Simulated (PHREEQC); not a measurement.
Model water analysis in mg/kgw, 20 °C, pH 6.67, pe 10.6:

```csv
constituent,mg/kgw
Na,182
K,2.62
Ca,64.4
Mg,24.5
Cl,25.5
S(6) as SO4,48.4
Alkalinity as HCO3,676
Li,0.134
```

Cl is adjusted to close the charge balance.
Valence states are taken as typed.

Model: ion-association model, phreeqc.dat, run in PHREEQC.

Task: The ionic strength comes out as 0.0156 mol/kgw. What activity coefficients do SO4-2, CaHCO3+, HCO3-, Mg+2, K+ get?

Result: SO4-2 0.62, CaHCO3+ 0.89, HCO3- 0.89, Mg+2 0.63, K+ 0.88.

This is a speciation only: nothing precipitates in the calculation.
